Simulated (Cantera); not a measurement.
Mixture: CH3OH : O2 : N2 : H2O = 1 : 1.5 : 9.15 : 1.1 (molar parts), at 38.0 bar, adiabatic and at constant volume. Ignition delay is the time to a rise of 400 K.

Cantera simulation using GRI-Mech 3.0 (53 species, 325 reactions); the numbers are that mechanism's predictions, not measurements. GRI-Mech 3.0 was tuned for natural gas; its chemistry of methanol as a main component is partial and can be far from experiment. The pressure lies above the range GRI-Mech 3.0 was tuned for (to about 10 atm).

Question: What does this change do: H2O 1.1 to 2.4 parts?

Answer: 
| quantity | before | after |
|---|---|---|
| delay at 1100 K | 4.01 ms | 3.79 ms |
| delay at 1250 K | 0.262 ms | 0.241 ms |
| delay at 1400 K | 31.6 µs | 28.2 µs |
| delay at 1550 K | 6.20 µs | 5.39 µs |
| delay at 1700 K | 1.75 µs | 1.51 µs |
| apparent activation energy between 1625 and 1775 K | 180 kJ/mol | 180 kJ/mol |

Question: What does this change do: H2O 1.1 to 1.6 parts?

Answer: 
| quantity | before | after |
|---|---|---|
| delay at 1100 K | 4.01 ms | 3.91 ms |
| delay at 1250 K | 0.262 ms | 0.253 ms |
| delay at 1400 K | 31.6 µs | 30.0 µs |
| delay at 1550 K | 6.20 µs | 5.81 µs |
| delay at 1700 K | 1.75 µs | 1.63 µs |
| apparent activation energy between 1625 and 1775 K | 180 kJ/mol | 180 kJ/mol |
